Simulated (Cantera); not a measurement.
A closed system holds: 1 mol Si, 1.2 mol HCl, 0.18 mol H2, 2.4 mol F2, held at 1175 K and 14.0 Pa.

Equilibrium computed with Cantera from the NASA thermochemical tables; the gas is ideal and each condensed phase is pure. Candidate condensed phases: Si; 37 gas species. Equilibrium is a limit: real reactors are often held back by kinetics, nucleation or transport.

Base state: SiF4 0.348, HF 0.278, HCl 0.265, Cl 0.0644, Cl2 0.0444 (mole fractions); condensed: gas only.

Q: What changes in the equilibrium state with this change: 0.065 mol H2O added?

A: 
```
species  before     after
-------  ------  --------
SiF4      0.348     0.339
HCl       0.265     0.301
HF        0.278     0.271
Cl2      0.0444    0.0276
Cl       0.0644    0.0508
O2            0    0.0108
H2O           0  0.000471
```
Further candidate phases: H2O, SiO2.
